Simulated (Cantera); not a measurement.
Charge: 1 mol CO, 5.6 mol H₂, at 2873 K and 1200000 Pa.

Cantera equilibrium calculation (NASA polynomials, part measured and part estimated; ideal gas, pure solids and liquids). Candidate condensed phases: C, C₆H₆, C₇H₈, C₈H₁₈, H₂O; 110 gas species. Equilibrium is a limit: real reactors are often held back by kinetics, nucleation or transport.

Base state: H₂ 0.823, CO 0.149, H 0.0275, H₂O 0.000284, C₂H₂ (acetylene) 0.000113, CH₄ 4.15e-5, CH₃ 2.28e-5 (mole fractions); condensed: gas only.

Q: What changes in the equilibrium state with this change: temperature from 2873 K to 900 K?

A: 
| species | before | after |
|---|---|---|
| H₂ | 0.823 | 0.574 |
| CH₄ | 4.15e-5 | 0.212 |
| H₂O | 0.000284 | 0.210 |
| H | 0.0275 | <1e-9 |
| CO | 0.149 | 0.00215 |
| C₂H₂ (acetylene) | 0.000113 | <1e-9 |
| CH₃ | 2.28e-5 | <1e-9 |
| CO₂ | 7.22e-6 | 0.00181 |
